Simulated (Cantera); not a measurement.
Input (Python, Cantera) and output of one run.

```python
import numpy as np
import cantera as ct

gas_names = """
    CL CL2 H HCL H2 Si SiCL SiCL2 SiCL3 SiCL4 SiH SiHCL3 SiH2 SiH2CL2 SiH3 SiH3CL SiH4 Si2 Si3
""".split()
cond_names = """
    Si(cr) Si(L)
""".split()


# ... load() reads the species with a 1 bar reference pressure and builds the phases ...
atoms = {
    'Si': {'Si': 1},
    'HCl': {'H': 1, 'CL': 1},
    'H2': {'H': 2},
}
top_T = {}  # K; cautious upper limits of use, not melting points


# ... equilibrate(T, P, feed) seeds the gas with the atoms and calls Mixture.equilibrate('TP', solver="vcs", rtol=1e-11, max_steps=5000) ...
results = []
feed = {'Si': 1, 'HCl': 4.9, 'H2': 10}  # mol
P = 14000  # Pa
for T in [1025, 1050, 1075, 1100, 1125, 1150, 1175, 1200, 1225, 1250, 1275, 1300]:
    mix = equilibrate(T, P, feed)
    results.append((T, P, feed, dict(zip(mix.species_names, mix.species_moles))))

top = {s: max(r[3][s] / sum(r[3][g] for g in gas_names) for r in results) for s in gas_names}
cols = sorted((s for s in top if top[s] > 1e-06), key=lambda s: -top[s])[:6]
seen = [c for c in cond_names if any(r[3].get(c, 0) > 1e-12 for r in results)]
print("log10 of partial pressures in bar; condensed amounts in mol")
print(f"{'T/K':>10s}" + "".join(f"{s[:9]:>10s}" for s in cols + seen))
for T, P, feed, n in results:
    ng = sum(n[g] for g in gas_names)
    print(f"{T:10.4g}" + "".join(f"{np.log10(max(n[s] / ng * P / 1e5, 1e-99)):10.3f}" for s in cols)
          + "".join(f"{n.get(c, 0):10.4g}" for c in seen))
```

It prints:

```
log10 of partial pressures in bar; condensed amounts in mol
       T/K        H2       HCL     SiCL4     SiCL2    SiHCL3     SiCL3
      1025    -0.921    -1.996    -2.043    -5.031    -3.034    -4.197
      1050    -0.922    -1.987    -2.052    -4.697    -2.971    -4.004
      1075    -0.923    -1.977    -2.064    -4.385    -2.915    -3.824
      1100    -0.924    -1.965    -2.077    -4.096    -2.867    -3.658
      1125    -0.925    -1.951    -2.093    -3.828    -2.828    -3.506
      1150    -0.927    -1.933    -2.113    -3.584    -2.798    -3.368
      1175    -0.929    -1.913    -2.136    -3.364    -2.779    -3.245
      1200    -0.931    -1.890    -2.165    -3.168    -2.772    -3.138
      1225    -0.934    -1.864    -2.199    -2.995    -2.776    -3.046
      1250    -0.938    -1.835    -2.240    -2.845    -2.791    -2.970
      1275    -0.941    -1.806    -2.289    -2.714    -2.818    -2.908
      1300    -0.945    -1.776    -2.346    -2.602    -2.856    -2.861
```

These are equilibrium values from Cantera (NASA tables, ideal gas, pure condensed phases), not measurements of a reactor. The tables' values for SiCl3 are old estimates; treat these amounts as uncertain.
